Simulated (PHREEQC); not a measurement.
# Reverse-osmosis permeate: speciation

Synthetic water in mg/L, 20 °C, pH 6.54, pe 2.8:

| constituent | mg/L |
|---|---|
| Na | 1.62 |
| K | 3.27 |
| Ca | 11.4 |
| Mg | 0.215 |
| Cl | 2.56 |
| S(6) as SO4 | 6.24 |
| Alkalinity as HCO3 | 32.9 |
| B | 0.0137 |
| Br | 0.0242 |
| N(-3) as NH4 | 0.0859 |

Valence states are taken as typed.

All values are PHREEQC results (ion-association model, phreeqc.dat), not measurements.

No solid was allowed to form.

Q: Estimate the charge-balance error.

A: charge-balance error 0.3 %.

Q: In which forms is C present?

A: HCO3- 60 %, CO2 40 % of the C.
